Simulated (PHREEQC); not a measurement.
# Polishing slurry liquid (model solution)

Make-up at 25 °C: 4.1 mmol/kgw HNO3 and 16 mmol/kgw KNO3. Closed to the air; pH follows from the charge balance.

Model: ion-association model, wateq4f.dat, run in PHREEQC.

This is a speciation only: nothing precipitates in the calculation.

### Question
What pH does the model give?

### Answer
pH 2.44.
